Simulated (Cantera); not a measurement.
Charge: 1 mol Si₂H₆, 3.3 mol O₃, 58 mol N₂, 0.19 mol CO₂, equilibrated at 165 Torr.

Equilibrium computed with Cantera from the NASA thermochemical tables; the gas is ideal and each condensed phase is pure. Candidate condensed phases: C, C₆H₆, C₇H₈, C₈H₁₈, H₂O, Si, SiC, SiO₂, Si₂N₂O, Si₃N₄; 151 gas species. The feed counts by its element totals alone. The tables hold silica as quartz up to 1696 K and as liquid above; real silica turns to tridymite and cristobalite and melts near 1996 K. Gases not in the tables: Si(OH)₄. Kinetics and transport are ignored. All values below are at 1650 K.

Base state: N₂ 0.925, H₂O 0.0478, O₂ 0.0227, CO₂ 0.00303, NO 0.000849, OH 0.000148 (mole fractions); condensed: SiO₂(β-quartz).

Question: What changes in the equilibrium state with this change: O₃ from 3.3 to 1.6 mol?

Answer: 
```json
[
 {"species": "N₂", "before": "0.925", "after": "0.948"},
 {"species": "H₂", "before": "7.94e-6", "after": "0.0332"},
 {"species": "H₂O", "before": "0.0478", "after": "0.0158"},
 {"species": "O₂", "before": "0.0227", "after": "<1e-9"},
 {"species": "NO", "before": "0.000849", "after": "6.78e-8"},
 {"species": "CO", "before": "1.62e-6", "after": "0.00271"},
 {"species": "OH", "before": "0.000148", "after": "7.57e-7"},
 {"species": "H", "before": "5.46e-7", "after": "3.53e-5"},
 {"species": "CO₂", "before": "0.00303", "after": "0.000400"},
 {"species": "SiO₂(β-quartz), mol", "before": "2.00", "after": "2.00"}
]
```

Question: What changes in the equilibrium state with this change: Si₂H₆ replaced by SiH₄?

Answer: 
| species | before | after |
|---|---|---|
| N₂ | 0.925 | 0.918 |
| O₂ | 0.0227 | 0.0461 |
| H₂O | 0.0478 | 0.0316 |
| O | 8.32e-6 | 1.19e-5 |
| NO | 0.000849 | 0.00121 |
| OH | 0.000148 | 0.000144 |
| CO₂ | 0.00303 | 0.00301 |
| SiO₂(β-quartz), mol | 2.00 | 1.00 |
